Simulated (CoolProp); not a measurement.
Computed with CoolProp (reference Helmholtz-energy equation of state, Zhou 2011).

Q: For dimethyl carbonate, give the phase and the speed of sound (m/s), Joule-Thomson coefficient (K/MPa) at 530.9 K and 7250 kPa; 475.9 K and 10.5 kPa; 348.8 K and 11.8 kPa.

A: 
- 530.9 K and 7250 kPa: liquid; speed of sound 401, Joule-Thomson coefficient 0.610
- 475.9 K and 10.5 kPa: gas; speed of sound 216, Joule-Thomson coefficient 9.99
- 348.8 K and 11.8 kPa: gas; speed of sound 186, Joule-Thomson coefficient 26.2
